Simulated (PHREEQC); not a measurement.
Solution (45 °C): 0.0011 mol Na2SO4 per kg of water. Closed to the air; pH follows from the charge balance.

Computed with PHREEQC (Pitzer model, pitzer.dat).

Precipitation was switched off in this run.

Q: Predict the specific conductance, osmotic coefficient.

A: specific conductance 398 µS/cm; osmotic coefficient 0.958.

Complexes and solids missing from the database can't appear. Away from 25 °C the constants follow the database's enthalpies or fits; those with neither stay at their 25 °C values.
